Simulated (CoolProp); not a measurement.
Vapour-liquid equilibrium of CHF3 (R23) (1) + CH2F2 (R32) (2) at -113.05 °C; x and y are mole fractions of (1).

Values from CoolProp's multi-fluid Helmholtz-energy mixture model, Penoncello 2003 and Tillner-Roth 1997; pair parameters Bell 2016.

| x | bubble pressure, mixture model (MPa) | bubble pressure, Raoult's law (MPa) | y, mixture model | y, Raoult's law |
|---|---|---|---|---|
| 0.05 | ? | 0.001557 | 0.369 | 0.358 |
| 0.2 | ? | 0.003072 | 0.734 | 0.726 |
| 0.35 | ? | 0.004587 | 0.854 | 0.851 |
| 0.5 | ? | 0.006102 | 0.914 | 0.914 |
| 0.65 | ? | 0.007617 | 0.950 | 0.952 |
| 0.8 | 0.009185 | 0.009132 | ? | 0.977 |
| 0.95 | 0.01065 | 0.01065 | 0.994 | 0.995 |

### Question
What belongs in the gaps?

### Answer

- 0.05, bubble pressure, mixture model (MPa): 0.001585
- 0.2, bubble pressure, mixture model (MPa): 0.003175
- 0.35, bubble pressure, mixture model (MPa): 0.004733
- 0.5, bubble pressure, mixture model (MPa): 0.006251
- 0.65, bubble pressure, mixture model (MPa): 0.007729
- 0.8, y, mixture model: 0.975

The largest gap from Raoult's law is +3.4 % in bubble pressure, at x = 0.2. No azeotrope shows between x = 0.05 and 0.95.

Pair parameters are fitted to limited data, so mixtures are less certain than the pure fluids.
